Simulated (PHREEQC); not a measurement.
**Brine: speciation**

A solution holds 1.1 mol/kgw Na2SO4 and 2.8e-05 mol/kgw H4SiO4, at 5.3 °C. Closed to the air; pH follows from the charge balance.

All values are PHREEQC results (Pitzer model, pitzer.dat), not measurements.

Each row changes one thing in this solution. Precipitation was switched off in this run.

```json
[
 {"case": "as made", "pH": "7.39", "ionic strength (mol/kgw)": "3.30"},
 {"case": "Na2SO4 left out", "pH": "7.21", "ionic strength (mol/kgw)": "6.17e-8"},
 {"case": "H4SiO4 left out", "pH": "7.62", "ionic strength (mol/kgw)": "3.30"},
 {"case": "H4SiO4 from 2.8e-05 to 0.00028 mol/kgw", "pH": "6.98", "ionic strength (mol/kgw)": "3.30"},
 {"case": "diluted 10-fold with water", "pH": "7.52", "ionic strength (mol/kgw)": "0.330"},
 {"case": "temperature from 5.3 to 60 °C", "pH": "7.06", "ionic strength (mol/kgw)": "3.30"},
 {"case": "Na2SO4 from 1.1 to 0.11 mol/kgw", "pH": "7.38", "ionic strength (mol/kgw)": "0.330"},
 {"case": "H4SiO4 from 2.8e-05 to 3.08e-05 mol/kgw", "pH": "7.38", "ionic strength (mol/kgw)": "3.30"},
 {"case": "H4SiO4 from 2.8e-05 to 4.2e-05 mol/kgw", "pH": "7.33", "ionic strength (mol/kgw)": "3.30"}
]
```

Some of these states are supersaturated (in Mirabilite, for instance). In brines, pH and single-ion activities rest on the MacInnes convention. Constants without temperature data keep their 25 °C values here.
